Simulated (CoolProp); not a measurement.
R365MFC at several states: fugacity coefficient from the reference equation and from simpler models built on Tc = 460.0 K, pc = 3.266 MPa, ω = 0.377; each cubic takes its own stable root.

The numbers come from the reference Helmholtz-energy equation of state, Lemmon 2016 in CoolProp.

| T (K) | p (MPa) | phase | reference |
|---|---|---|---|
| 321.7 | 0.518 | liquid | 0.2524 |
| 497.4 | 17.5 | supercritical | 0.3288 |
| 303.6 | 0.0206 | gas | 0.9902 |
| 314.9 | 0.0781 | gas | 0.9674 |
| 298.1 | 1.57 | liquid | 0.03764 |

**Question.** How far does each simpler model (van der Waals, Redlich-Kwong, Peng-Robinson) lie from the reference over these 5 states: mean and median of the absolute difference, and the worst?

**Answer.** 
- van der Waals: mean 177.9 %, median 14.2 %, worst +620.0 % at 298.1 K and 1.57 MPa
- Redlich-Kwong: mean 50.9 %, median 1.4 %, worst +149.7 % at 298.1 K and 1.57 MPa
- Peng-Robinson: mean 0.3 %, median 0.2 %, worst +0.5 % at 321.7 K and 0.518 MPa

At some of these states van der Waals gives the other phase, because its saturation line lies elsewhere.
